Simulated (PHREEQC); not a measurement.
## Single salt, acid or base with copper plating or etch bath

Solution A (0.00033 mol Na2SiF6 per kg of water) is mixed with solution B (0.021 mol Cu(NO3)2 and 0.0004 mol KCl per kg of water) at 20 °C; shares are by mass of water, 1 kg in all. O2 is buffered at 0.21 atm. No CO2 enters from the air. Solids allowed: Cu(OH)2, Atacamite, Cu2(OH)3NO3, Chalcedony, Halite, CuF2:2H2O. Others were left out.

Equilibrium calculation in PHREEQC: ion-association model, wateq4f.dat.

```
share of solution B    pH  Chalcedony (mol)  H4SiO4 (mol/kgw)
-------------------  ----  ----------------  ----------------
0                    3.33           4.48e-5          0.000245
0.1                  3.34           2.79e-5          0.000245
0.2                  3.35           6.83e-6          0.000244
0.3                  3.38                 0          0.000226
0.4                  3.41                 0          0.000196
0.5                  3.46                 0          0.000165
0.6                  3.53                 0          0.000132
0.7                  3.62                 0           9.90e-5
0.8                  3.75                 0           6.60e-5
0.9                  4.00                 0           3.30e-5
1                    4.64                 0                 0
```

Chalcedony from the start (pH 3.33), last present at share of solution B = 0.2.

Complexes and solids missing from the database can't appear. SiF6-2 is the database's only silicon fluoride.
